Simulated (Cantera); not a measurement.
An adiabatic, constant-volume homogeneous reactor starts with 22.7 % H₂, 16.2 % O₂, 61.1 % N₂, equivalence ratio 0.70, at 1325 K and 4.93 atm.

Computed with Cantera and the H2/O2 subset of GRI-Mech 3.0, which has no nitrogen chemistry. The hydrogen kinetics of GRI-Mech 3.0 are dated; newer H2 mechanisms differ, most at raised pressure.

Task: Predict: time of steepest temperature rise; temperature at 1.00 s; equilibrium temperature; x(H₂) at 1.00 s; x(O₂) at 1.00 s; x(H) at 1.00 s; x(H₂O) at 1.00 s; x(OH) at 1.00 s.

Result: 
| Item | Value |
|---|---|
| time of steepest temperature rise | 5.75 µs |
| temperature at 1.00 s | 2949 K |
| equilibrium temperature | 2949 K |
| x(H₂) at 1.00 s | 0.0119 (gas-phase equilibrium 0.0119) |
| x(O₂) at 1.00 s | 0.0504 (gas-phase equilibrium 0.0504) |
| x(H) at 1.00 s | 0.00466 (gas-phase equilibrium 0.00466) |
| x(H₂O) at 1.00 s | 0.223 (gas-phase equilibrium 0.223) |
| x(OH) at 1.00 s | 0.0279 (gas-phase equilibrium 0.0279) |
